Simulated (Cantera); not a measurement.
Cantera run, input and output.

```python
import numpy as np
import cantera as ct

gas = ct.Solution("h2o2.yaml")
gas.TPX = 1150, 500, {'H2': 0.019, 'O2': 1}
reactor = ct.IdealGasConstPressureReactor(gas, energy="off", clone=False)
net = ct.ReactorNet([reactor])
net.rtol, net.atol = 1e-08, 1e-18
show = ['H2', 'O2', 'H2O2', 'O', 'H2O', 'HO2', 'H']
times = np.geomspace(6e-06, 2, 10)

steps = ct.SolutionArray(gas, extra=["t"])
rows = []
print(f"{'t/s':>10s}{'T/K':>9s}{'P/Pa':>11s}" + "".join(f"{s:>11s}" for s in show))
for t in times:
    while net.time < t:
        t_next = net.step()
        steps.append(gas.state, t=t_next)
    rows.append([np.interp(t, steps.t, y) for y in (steps.T, steps.P, *steps(*show).X.T)])
    print(f"{t:10.3e}{rows[-1][0]:9.1f}{rows[-1][1]:11.4g}" + "".join(f"{x:11.3e}" for x in rows[-1][2:]))
rate = np.gradient(steps.T, steps.t)
print("integrator steps:", len(steps.t))
if steps.T.max() > steps.T[0] + 200:
    print(f"time of steepest temperature rise: {steps.t[rate.argmax()]:.4e} s")
gas.TPX = 1150, 500, {'H2': 0.019, 'O2': 1}
gas.equilibrate("TP")
print(f"equilibrium (TP): T = {gas.T:.1f} K  " + "  ".join(f"{s} {gas[s].X[0]:.3e}" for s in show))
```

Result:

```
       t/s      T/K       P/Pa         H2         O2       H2O2          O        H2O        HO2          H
 6.000e-06   1150.0        500  1.865e-02  9.814e-01  1.523e-17  2.903e-13  1.154e-15  1.409e-11  1.380e-11
 2.465e-05   1150.0        500  1.865e-02  9.814e-01  2.569e-16  4.683e-12  7.653e-14  5.788e-11  5.326e-11
 1.013e-04   1150.0        500  1.865e-02  9.814e-01  4.329e-15  6.692e-11  4.560e-12  2.378e-10  1.753e-10
 4.160e-04   1150.0        500  1.865e-02  9.814e-01  7.298e-14  7.270e-10  2.019e-10  9.776e-10  4.507e-10
 1.709e-03   1150.0        500  1.865e-02  9.814e-01  1.227e-12  9.230e-09  7.582e-09  4.026e-09  2.351e-09
 7.021e-03   1150.0        500  1.864e-02  9.814e-01  2.212e-11  2.972e-06  3.598e-06  2.187e-08  6.367e-07
 2.884e-02   1150.0        500  1.893e-04  9.653e-01  1.594e-08  1.454e-02  1.694e-02  7.643e-07  1.715e-03
 1.185e-01   1150.0        500  1.206e-04  9.676e-01  1.323e-08  1.258e-02  1.738e-02  6.818e-07  1.242e-03
 4.868e-01   1150.0        500  6.899e-05  9.736e-01  1.318e-08  7.015e-03  1.799e-02  5.474e-07  5.221e-04
 2.000e+00   1150.0        500  1.581e-05  9.794e-01  1.086e-08  1.575e-03  1.856e-02  2.720e-07  5.600e-05
integrator steps: 943
equilibrium (TP): T = 1150.0 K  H2 1.162e-09  O2 9.812e-01  H2O2 1.980e-11  O 1.172e-07  H2O 1.882e-02  HO2 2.752e-09  H 3.621e-11
```

Model: the H2/O2 subset of GRI-Mech 3.0, which has no nitrogen chemistry, integrated in Cantera. Radical loss at walls, strong at low pressure, is not modelled.
